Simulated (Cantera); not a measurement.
Input (Python, Cantera):

```python
import numpy as np
import cantera as ct

gas = ct.Solution("gri30.yaml")


def delay(T, t_max=10):
    gas.TPX = T, 101325, {'CH3OH': 1, 'O2': 1.52, 'N2': 5.7}
    reactor = ct.IdealGasConstPressureReactor(gas, clone=False)
    net = ct.ReactorNet([reactor])
    net.rtol, net.atol = 1e-8, 1e-16
    while net.time < t_max:
        t_old, T_old = net.time, reactor.T
        net.step()
        if reactor.T > T + 400:  # ignition: a rise of 400 K
            return t_old + (T + 400 - T_old) / (reactor.T - T_old) * (net.time - t_old)
    return np.nan


taus = []
for T in [1275, 1350, 1425, 1500, 1575, 1650, 1725, 1800, 1875, 1950]:
    taus.append(delay(T))
    print(f"T0 = {T:6g} K   tau = {taus[-1]:.4e} s")
```

Result:

```
T0 =   1275 K   tau = 3.0035e-03 s
T0 =   1350 K   tau = 1.1082e-03 s
T0 =   1425 K   tau = 4.6791e-04 s
T0 =   1500 K   tau = 2.2214e-04 s
T0 =   1575 K   tau = 1.1633e-04 s
T0 =   1650 K   tau = 6.5912e-05 s
T0 =   1725 K   tau = 3.9755e-05 s
T0 =   1800 K   tau = 2.5238e-05 s
T0 =   1875 K   tau = 1.6750e-05 s
T0 =   1950 K   tau = 1.1582e-05 s
```

Detailed kinetics in Cantera: GRI-Mech 3.0 (53 species, 325 reactions). GRI-Mech 3.0 was tuned for natural gas; its chemistry of methanol as a main component is partial and can be far from experiment.
